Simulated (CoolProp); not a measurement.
A simple Rankine cycle with carbonyl sulfide: condensing at 323.15 K, boiler at 4.52 MPa, turbine inlet 363.9 K, turbine efficiency 0.75, pump efficiency 0.6, no recuperator. Each further row changes one setting.

Model: reference Helmholtz-energy equation of state, Lemmon 2006, in CoolProp. It is a short technical equation, of lower accuracy than the large ones.

```json
[
 {"case": "as stated", "thermal efficiency (%)": "5.6", "net work (kJ/kg)": "11.7", "heat in (kJ/kg)": "210", "turbine exit temperature (K)": "323.2", "volume ratio over the turbine": "2.02"},
 {"case": "turbine inlet 383.9 K", "thermal efficiency (%)": "6.1", "net work (kJ/kg)": "…", "heat in (kJ/kg)": "239", "turbine exit temperature (K)": "…", "volume ratio over the turbine": "1.90"},
 {"case": "condensing temperature 315.15 K", "thermal efficiency (%)": "…", "net work (kJ/kg)": "15.2", "heat in (kJ/kg)": "221", "turbine exit temperature (K)": "315.2", "volume ratio over the turbine": "2.41"},
 {"case": "boiler pressure 3.16 MPa", "thermal efficiency (%)": "…", "net work (kJ/kg)": "…", "heat in (kJ/kg)": "239", "turbine exit temperature (K)": "…", "volume ratio over the turbine": "1.36"},
 {"case": "turbine efficiency 0.65", "thermal efficiency (%)": "4.6", "net work (kJ/kg)": "…", "heat in (kJ/kg)": "210", "turbine exit temperature (K)": "323.2", "volume ratio over the turbine": "2.04"}
]
```

Question: Complete the blanks.

Answer: 
- turbine inlet 383.9 K, net work (kJ/kg): 14.6
- turbine inlet 383.9 K, turbine exit temperature (K): 333.2
- condensing temperature 315.15 K, thermal efficiency (%): 6.9
- boiler pressure 3.16 MPa, thermal efficiency (%): 3.3
- boiler pressure 3.16 MPa, net work (kJ/kg): 7.80
- boiler pressure 3.16 MPa, turbine exit temperature (K): 340.9
- turbine efficiency 0.65, net work (kJ/kg): 9.61

The expansion ends wet for: as stated; condensing temperature 315.15 K; turbine efficiency 0.65.
